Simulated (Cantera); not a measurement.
Standard-state values (1 bar) from the NASA 1993 polynomials, evaluated with Cantera. Values are per mole of reaction as written; species without (g) are pure solids or liquids, kept so even where they would boil at 1 bar.

**Question.** Between 950 and 1075 K, where is each reaction favourable under standard conditions?
- 2 V + 5 NO(g) ⇌ V2O5 + 5 N(g)

**Answer.** 
- 2 V + 5 NO(g) ⇌ V2O5 + 5 N(g): ΔG° is 536 kJ at 950 K and 546 kJ at 1075 K; it stays positive (K < 1). ΔH° is 466 kJ and ΔS° -74 J/K at 1075 K.
